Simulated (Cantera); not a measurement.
Equilibrium for roasting and sulfation: MgO + SO3 + N2

A closed system holds: 1 mol MgO, 1.7 mol SO3, a varied amount of N2, equilibrated at 1473 K and 0.0390 bar.

Equilibrium computed with Cantera from the NASA thermochemical tables; the gas is ideal and each condensed phase is pure. Candidate condensed phases: Mg, MgO, MgS, MgSO4, S; 22 gas species. Kinetics and transport are ignored.

From 3.9 mol N2 to 42 mol N2 the condensed part is MgO(s).

```tsv
n(N2) (mol)	log p N2	log p SO2	log p O2	log p SO3	log p NO	log p O	log p SO	log p NO2	n MgO(s)
3.9	-1.63	-1.99	-2.29	-4.50	-4.54	-6.70	-7.49	-7.58	1.00
9.3	-1.51	-2.25	-2.56	-4.90	-4.62	-6.83	-7.62	-7.79	1.00
15	-1.48	-2.42	-2.73	-5.15	-4.68	-6.92	-7.71	-7.94	1.00
20	-1.46	-2.53	-2.84	-5.32	-4.73	-6.97	-7.76	-8.04	1.00
25	-1.45	-2.62	-2.92	-5.45	-4.77	-7.02	-7.80	-8.12	1.00
31	-1.44	-2.70	-3.01	-5.58	-4.81	-7.06	-7.85	-8.21	1.00
36	-1.44	-2.77	-3.07	-5.67	-4.83	-7.09	-7.88	-8.26	1.00
42	-1.43	-2.83	-3.13	-5.76	-4.86	-7.12	-7.91	-8.32	1.00
```
log p: log10 of the partial pressure in bar; n: condensed amount in mol.
